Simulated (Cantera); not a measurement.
Input: 1 mol MgF2, 0.27 mol H2O, 0.23 mol N2, held at 133 Pa.

Equilibrium computed with Cantera from the NASA thermochemical tables; the gas is ideal and each condensed phase is pure. Candidate condensed phases: H2O, Mg, MgF2, MgO, Mg(OH)2; 50 gas species. Mutual solubility and eutectic melting of coexisting phases are not modelled. Kinetics and transport are ignored.

Q: Which condensed phases are stable at each of these points (T (K)): 1375, 1450, 1525, 1600, 1675, 1750, 1825, 1900, 1975, 2050, 2125?

A: 
| T (K) | condensed phases | Mg condensed (%) |
|---|---|---|
| 1375 | MgF2(s) + MgO(s) | 99.8 |
| 1450 | MgF2(s) + MgO(s) | 98.9 |
| 1525 | MgF2(s) + MgO(s) | 94.5 |
| 1600 | MgF2(l) + MgO(s) | 78.4 |
| 1675 | MgO(s) | 26.9 |
| 1750 | MgO(s) | 26.7 |
| 1825 | MgO(s) | 26.6 |
| 1900 | MgO(s) | 26.2 |
| 1975 | MgO(s) | 25.5 |
| 2050 | MgO(s) | 24.1 |
| 2125 | MgO(s) | 21.3 |

From 1375 K to 1525 K the condensed part is MgF2(s) + MgO(s). At 1600 K the condensed part is MgF2(l) + MgO(s). From 1675 K to 2125 K the condensed part is MgO(s).
